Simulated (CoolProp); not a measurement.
Properties of hexamethyldisiloxane (MM) at several states (Tc = 245.6 °C, pc = 1931 kPa, ω = 0.418).

Values from CoolProp's reference Helmholtz-energy equation of state, Thol 2016.

```json
[
 {"T (°C)": "228.55", "p (kPa)": "4890", "phase": "liquid", "cp (kJ/(kg K))": "2.476", "cv (kJ/(kg K))": "2.037", "speed of sound (m/s)": "…", "expansivity (1/kK)": "3.173", "fugacity coefficient": "0.2759"},
 {"T (°C)": "332.55", "p (kPa)": "484", "phase": "gas", "cp (kJ/(kg K))": "…", "cv (kJ/(kg K))": "2.195", "speed of sound (m/s)": "…", "expansivity (1/kK)": "2.016", "fugacity coefficient": "0.9498"},
 {"T (°C)": "107.55", "p (kPa)": "168", "phase": "liquid", "cp (kJ/(kg K))": "2.137", "cv (kJ/(kg K))": "…", "speed of sound (m/s)": "…", "expansivity (1/kK)": "1.873", "fugacity coefficient": "…"}
]
```

Q: Complete the blanks.

A: 
- 228.55, speed of sound (m/s): 325.2
- 332.55, cp (kJ/(kg K)): 2.263
- 332.55, speed of sound (m/s): 169.5
- 107.55, cv (kJ/(kg K)): 1.751
- 107.55, speed of sound (m/s): 594.7
- 107.55, fugacity coefficient: 0.6889
